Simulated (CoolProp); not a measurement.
Properties of n-undecane at several states (Tc = 638.8 K, pc = 19.90 bar, ω = 0.539).

Model: reference Helmholtz-energy equation of state, Aleksandrov 2011, in CoolProp. It is a short technical equation, of lower accuracy than the large ones.

```
T (K)  p (bar)   phase  density (kg/m³)  Joule-Thomson coefficient (K/MPa)  isothermal compressibility (1/MPa)  fugacity coefficient
-----  -------  ------  ---------------  ---------------------------------  ----------------------------------  --------------------
452        107  liquid            634.6                            -0.2722                            0.002571            (withheld)
347.9     19.7  liquid            700.5                         (withheld)                            0.001448            (withheld)
268      0.159  liquid            759.6                            -0.4498                          (withheld)             0.0002628
539.3    0.134     gas           0.4694                              15.13                               75.00                0.9951
517.1    0.484     gas            1.798                         (withheld)                               21.12                0.9792
```

Q: Some entries are withheld; supply them.

A: 
- 452, fugacity coefficient: 0.01184
- 347.9, Joule-Thomson coefficient (K/MPa): -0.3741
- 347.9, fugacity coefficient: 0.0007844
- 268, isothermal compressibility (1/MPa): 0.0008436
- 517.1, Joule-Thomson coefficient (K/MPa): 18.49
